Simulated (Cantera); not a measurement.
An adiabatic, constant-pressure homogeneous reactor starts with C3H8 : O2 : N2 = 1 : 16.1 : 60.6 (molar parts), at 1700 K and 9.87 atm.

Model: GRI-Mech 3.0 (53 species, 325 reactions), integrated in Cantera. GRI-Mech 3.0 was tuned for natural gas; its chemistry of propane as a main component is partial and can be far from experiment.

**Question.** Predict: time of steepest temperature rise; temperature at 2.00 s; equilibrium temperature; x(O2) at 2.00 s; x(N2O) at 2.00 s; x(H2O2) at 2.00 s.

**Answer.** 
| Property | Result |
|---|---|
| time of steepest temperature rise | 3.99 µs |
| temperature at 2.00 s | 2336 K |
| equilibrium temperature | 2336 K |
| x(O2) at 2.00 s | 0.133 (gas-phase equilibrium 0.133) |
| x(N2O) at 2.00 s | 2.29e-6 (gas-phase equilibrium 2.29e-6) |
| x(H2O2) at 2.00 s | 2.74e-7 (gas-phase equilibrium 2.74e-7) |
